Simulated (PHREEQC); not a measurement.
A solution holds 0.0019 mol H2SO4, 0.0059 mol LiCl and 0.14 mol MnSO4 per kg of water, at 20 °C. Closed to the air; pH follows from the charge balance.

The numbers come from PHREEQC with the ion-association model, phreeqc.dat.

| quantity | before | after |
|---|---|---|
| pH | 2.97 | 3.64 |
| ionic strength (mol/kgw) | 0.313 | 0.0408 |
| MnSO4 (mol/kgw) | 0.0630 | 0.00401 |
| HSO4- (mol/kgw) | 0.00243 | 0.000117 |

Which change was made?
A. H2SO4 left out
B. diluted 10-fold with water
C. LiCl left out
D. temperature from 20 to 80 °C

B, diluted 10-fold with water

Precipitation was switched off in this run.
